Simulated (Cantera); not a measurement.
A closed system holds: 1 mol H2O, 0.23 mol H2, 0.87 mol O2, held at 7.50 bar.

Cantera equilibrium calculation (NASA polynomials, part measured and part estimated; ideal gas, pure solids and liquids). Candidate condensed phases: H2O; 9 gas species. Equilibrium is a limit: real reactors are often held back by kinetics, nucleation or transport.

log p: log10 of the partial pressure in bar; nothing condenses.

| T (K) | log p H2O | log p O2 | log p OH | log p O | log p H2 | log p H |
|---|---|---|---|---|---|---|
| 1198 | 0.67 | 0.46 | -4.42 | -7.39 | -7.47 | ___ |
| 1298 | 0.67 | 0.46 | -3.87 | -6.54 | -6.64 | ___ |
| 1398 | 0.67 | 0.46 | -3.40 | -5.81 | -5.92 | ___ |
| 1498 | 0.67 | 0.46 | -3.00 | -5.18 | -5.30 | ___ |
| 1598 | 0.67 | 0.46 | -2.64 | -4.62 | -4.75 | ___ |
| 1698 | 0.67 | 0.45 | -2.33 | -4.13 | -4.27 | ___ |
| 1798 | 0.67 | 0.45 | -2.05 | -3.70 | -3.84 | ___ |
| 1898 | 0.67 | 0.45 | -1.80 | -3.31 | -3.45 | ___ |
| 1998 | 0.67 | 0.45 | -1.58 | -2.95 | -3.11 | ___ |
| 2098 | 0.66 | 0.45 | -1.38 | -2.64 | -2.80 | ___ |
| 2198 | 0.66 | 0.45 | -1.19 | -2.35 | -2.51 | ___ |
| 2298 | 0.66 | 0.45 | -1.03 | -2.08 | -2.25 | ___ |
| 2398 | 0.66 | 0.45 | -0.87 | -1.84 | -2.02 | ___ |

Problem. Fill in the missing entries.

Solution. 
- 1198, log p H: -10.46
- 1298, log p H: -9.29
- 1398, log p H: -8.28
- 1498, log p H: -7.41
- 1598, log p H: -6.65
- 1698, log p H: -5.97
- 1798, log p H: -5.37
- 1898, log p H: -4.83
- 1998, log p H: -4.35
- 2098, log p H: -3.91
- 2198, log p H: -3.51
- 2298, log p H: -3.14
- 2398, log p H: -2.81
